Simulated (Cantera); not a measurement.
A closed system holds: 1 mol FeS2, 1.3 mol H2S, 6.5 mol H2O, equilibrated at 652 °C and 1900000 Pa.

Cantera equilibrium calculation (NASA polynomials, part measured and part estimated; ideal gas, pure solids and liquids). Candidate condensed phases: Fe, FeO, Fe(OH)2, Fe(OH)3, FeS, FeSO4, FeS2, Fe2O3, Fe2(SO4)3, Fe3O4, H2O, H2SO4, S; 22 gas species. FeS: taken at fixed stoichiometry. Gases not in the tables: S3 to S7. Rates play no part.

Base state: H2O 0.827, H2S 0.167, H2 0.00290, SO2 0.00187, S2 0.00165, S2O 4.46e-5 (mole fractions); condensed: FeS(s) + FeS2(s).

Q: What changes in the equilibrium state with this change: H2O from 6.5 to 0.041 mol?

A: 
| species | before | after |
|---|---|---|
| H2S | 0.167 | 0.955 |
| H2O | 0.827 | 0.0304 |
| H2 | 0.00290 | 0.00967 |
| SO2 | 0.00187 | 3.88e-7 |
| S2O | 4.46e-5 | 1.44e-6 |
| S2 | 0.00165 | 0.00483 |
| FeS(s), mol | 0.0480 | 0 |
| FeS2(s), mol | 0.952 | 1.00 |
